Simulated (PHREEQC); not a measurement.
PHREEQC input (ion-association model, wateq4f.dat):

```
SOLUTION_MASTER_SPECIES
  An  An-  0  An  62.0  # stands for a non-complexing anion
SOLUTION_SPECIES
  An- = An-
    -log_k 0
    -gamma 3.0 0
PHASES
  Fix_H+
    H+ = H+
    -log_k 0
SOLUTION 1
  temp 25
  units mmol/kgw
  pH 7 charge
  S(6) 0.25
  Na 5.5
  Cl 0.38
  Zn 0.19
  B 0.028
  An 5
END
SELECTED_OUTPUT 1
  -reset false
  -pH true
  -pe true
  -ionic_strength true
  -water true
  -totals B Cl Na S Zn S(-2) S(6)
  -molalities Hfo_wOH Hfo_wOH2+ Hfo_wO- Hfo_sOH Hfo_sOH2+ Hfo_sO- Hfo_wSO4- Hfo_wOHSO4-2 Hfo_sOZn+ Hfo_wOZn+
    Hfo_wH2BO3
  -saturation_indices Zn(OH)2-e Zn4(OH)6SO4 Zn5(OH)8Cl2 Halite Mirabilite Goslarite
USER_PUNCH 1
  -headings sigma psi
  10 PUNCH EDL("sigma", "Hfo"), EDL("psi", "Hfo")
PRINT
  -reset false
USE solution 1
SURFACE 1
  Hfo_wOH 0.00182022 600 0.81
  Hfo_sOH 4.55056e-05
EQUILIBRIUM_PHASES 1
  Fix_H+ -4 HAn 10
    -force_equality true
  O2(g) -0.68 10
END
# ... the last block is repeated for the other 12 points of pH, with NaOH or the acid as the point needs
```

Selected output (columns that matter, 13 of 13 rows; pH added in front):

```
pH	mu	B	Cl	Na	S	Zn	si_Zn(OH)2-e	si_Zn4(OH)6SO4	si_Zn5(OH)8Cl2	si_Halite	si_Mirabilite	si_Goslarite	sigma	psi
4	0.0065375	2.7942e-05	0.00038	0.0055	6.9214e-08	0.00018978	-7.3645	-27.185	-32.739	-7.3364	-10.807	-9.2319	0.14312	0.17512
4.67	0.0063038	2.7916e-05	0.00038	0.0055	4.0441e-07	0.00018654	-6.0298	-22.415	-27.404	-7.3352	-10.034	-8.4658	0.087806	0.15104
5.33	0.0061242	2.7898e-05	0.00038	0.0055	3.3135e-06	0.00016369	-4.7651	-17.759	-22.399	-7.3343	-9.1162	-7.6041	0.049833	0.12296
6	0.005964	2.7882e-05	0.00038	0.0055	2.76e-05	0.0001232	-3.5484	-13.308	-17.655	-7.3334	-8.191	-6.803	0.027316	0.093678
6.67	0.0057614	2.7865e-05	0.00038	0.0055	0.00010367	4.0824e-05	-2.6916	-10.639	-14.709	-7.3323	-7.609	-6.705	0.016491	0.07067
7.33	0.0059486	2.7857e-05	0.00038	0.0057188	0.00019889	4.8825e-06	-2.3084	-10.144	-14.114	-7.3165	-7.2938	-7.3593	0.0098951	0.048608
8	0.0060988	2.7862e-05	0.00038	0.0058555	0.00024462	3.6571e-07	-2.1576	-10.792	-14.701	-7.3072	-7.1859	-8.4601	0.0031297	0.017227
8.67	0.0061391	2.7888e-05	0.00038	0.0059088	0.00024969	5.3686e-08	-2.1056	-11.916	-15.781	-7.3034	-7.1698	-9.7396	-0.0035956	-0.019618
9.33	0.0061893	2.7939e-05	0.00038	0.0059804	0.00024998	3.791e-08	-2.0528	-13.025	-16.838	-7.2985	-7.1597	-11.007	-0.012146	-0.055913
10	0.0063194	2.7981e-05	0.00038	0.0061473	0.00025	4.5181e-08	-1.9636	-14.01	-17.733	-7.2872	-7.138	-12.259	-0.026635	-0.091043
10.67	0.0067889	2.7995e-05	0.00038	0.0066826	0.00025	7.2936e-08	-1.8028	-14.712	-18.271	-7.2533	-7.0732	-13.444	-0.052456	-0.12295
11.33	0.0087553	2.7999e-05	0.00037999	0.008769	0.00025	2.2201e-07	-1.5034	-14.854	-18.103	-7.1444	-6.8664	-14.485	-0.098956	-0.14875
12	0.018076	2.7999e-05	0.00037999	0.018321	0.00024999	3.1361e-06	-0.8405	-13.612	-16.161	-6.8556	-6.3277	-15.232	-0.18651	-0.16263
```

Species that the database lacks are ignored.
